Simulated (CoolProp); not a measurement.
Ammonia at 272.03 K and 0.896 MPa is throttled through a valve to 0.414 MPa with no heat exchange. Each further row changes one setting.

Values from CoolProp's reference Helmholtz-energy equation of state, Gao 2020.

| case | temperature change (K) | final phase | final density (kg/m³) |
|---|---|---|---|
| as stated | +0.1 | liquid | 640 |
| outlet pressure 0.124 MPa | … | … | … |
| outlet pressure 0.538 MPa | +0.1 | liquid | 640 |

Question: Some entries are withheld; supply them.

Answer: 
- outlet pressure 0.124 MPa, temperature change (K): -28.1
- outlet pressure 0.124 MPa, final phase: two-phase, vapour fraction 0.094
- outlet pressure 0.124 MPa, final density (kg/m³): 11.2
